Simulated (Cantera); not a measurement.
A perfectly stirred reactor is fed with H2 : O2 : N2 = 0.83 : 1 : 1.2 (molar parts), equivalence ratio 0.41, at 0.120 bar; it is held at 1175 K, and followed from long to short residence time.

Model: GRI-Mech 3.0 (53 species, 325 reactions), integrated in Cantera. The temperature is held fixed by assumption; the heat of reaction is taken as removed at once.

x: mole fraction; the columns are a selection and need not sum to one.

| τ (s) | x H2 | x O2 | x NO2 | x H2O | x N2O | x O | x H |
|---|---|---|---|---|---|---|---|
| 2.1 | 0.000212 | 0.224 | 1.02e-9 | 0.317 | 1.43e-7 | 7.72e-5 | 1.13e-5 |
| 0.90 | 0.000372 | 0.224 | 6.40e-10 | 0.317 | 1.23e-7 | 0.000138 | 2.64e-5 |
| 0.38 | ___ | 0.224 | 4.42e-10 | 0.316 | ___ | ___ | ___ |
| 0.16 | 0.00114 | 0.224 | 3.54e-10 | 0.315 | 8.29e-8 | 0.000445 | 0.000149 |
| 0.067 | 0.00198 | 0.224 | 3.16e-10 | 0.314 | 6.57e-8 | 0.000794 | 0.000355 |
| 0.028 | 0.00339 | 0.224 | 2.93e-10 | 0.312 | 5.09e-8 | 0.00140 | 0.000845 |
| 0.012 | 0.00565 | 0.224 | 2.71e-10 | 0.308 | 3.88e-8 | 0.00239 | 0.00194 |
| 0.0049 | 0.00955 | 0.224 | 2.45e-10 | 0.300 | 2.84e-8 | 0.00415 | 0.00462 |
| 0.0021 | 0.0155 | 0.225 | 2.18e-10 | 0.288 | 2.07e-8 | 0.00682 | 0.0102 |
| 0.00087 | ___ | 0.227 | 1.82e-10 | 0.267 | ___ | ___ | ___ |

Q: Some entries are withheld; supply them.

A: 
- 0.38, x H2: 0.000654
- 0.38, x N2O: 1.02e-7
- 0.38, x O: 0.000248
- 0.38, x H: 6.27e-5
- 0.00087, x H2: 0.0251
- 0.00087, x N2O: 1.45e-8
- 0.00087, x O: 0.0110
- 0.00087, x H: 0.0219
